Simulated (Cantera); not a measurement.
Equilibrium for oxide etching and cleaning by halides: SiO2 + BCl3 + O2

Feed: 1 mol SiO2, 3.8 mol BCl3, 14 mol O2, held at 0.00170 bar.

Method: chemical equilibrium by Gibbs-energy minimisation in Cantera with the NASA 1993 tables (ideal gas, pure condensed phases). Candidate condensed phases: B, B2O3, Si, SiO2; 27 gas species. Mutual solubility and eutectic melting of coexisting phases are not modelled. The tables' values for BOCl, SiO2 are old estimates; treat these amounts as uncertain. The tables hold silica as quartz up to 1696 K and as liquid above; real silica turns to tridymite and cristobalite and melts near 1996 K. Condensed phases not in the tables: borates and borosilicate glass, alloys, solid solutions and most ternary compounds. The numbers say what is thermodynamically allowed, not how fast it happens.

| T (K) | x O2 | x Cl | x Cl2 | x B2O3 | x BO2 | n B2O3(l) | n SiO2(α-quartz) | n SiO2(β-quartz) | n SiO2(condensed) |
|---|---|---|---|---|---|---|---|---|---|
| 823 | 0.662 | 0.000222 | 0.338 | <1e-12 | <1e-12 | 1.90 | 1.00 | 0 | 0 |
| 973 | 0.661 | 0.00361 | 0.336 | 5.21e-10 | 6.63e-10 | 1.90 | 0 | 1.00 | 0 |
| 1123 | 0.653 | 0.0275 | 0.320 | 3.64e-7 | 1.63e-7 | 1.90 | 0 | 1.00 | 0 |
| 1273 | 0.622 | 0.120 | 0.258 | 5.11e-5 | 1.06e-5 | 1.90 | 0 | 1.00 | 0 |
| 1423 | 0.560 | 0.301 | 0.135 | 0.00241 | 0.000273 | 1.83 | 0 | 1.00 | 0 |
| 1573 | 0.484 | 0.418 | 0.0340 | 0.0528 | 0.00367 | 0.547 | 0 | 1.00 | 0 |
| 1723 | 0.458 | 0.446 | 0.00722 | 0.0690 | 0.0102 | 0 | 0 | 0 | 1.000 |
| 1873 | 0.449 | 0.454 | 0.00181 | 0.0635 | 0.0209 | 0 | 0 | 0 | 0.999 |
x: gas mole fraction; n: condensed amount in mol.

At 823 K the condensed part is B2O3(l) + SiO2(α-quartz). From 973 K to 1573 K the condensed part is B2O3(l) + SiO2(β-quartz). From 1723 K to 1873 K the condensed part is SiO2(condensed).
